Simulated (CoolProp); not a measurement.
Values from CoolProp's reference Helmholtz-energy equation of state, Platzer 1990. This equation is an older, rougher fit.

For R13, give the phase and the density (kg/m³), isothermal compressibility (1/MPa), conductivity (mW/(m K)), fugacity coefficient at 309.6 K and 22.6 bar; 345 K and 22.6 bar.


- 309.6 K and 22.6 bar: gas; density 116, isothermal compressibility 0.587, conductivity 15.4, fugacity coefficient 0.824
- 345 K and 22.6 bar: gas; density 95.1, isothermal compressibility 0.518, conductivity 17.3, fugacity coefficient 0.879

Thermal conductivity comes from a separate model (Huber 2003), an estimate that may be off by 10 % or more.
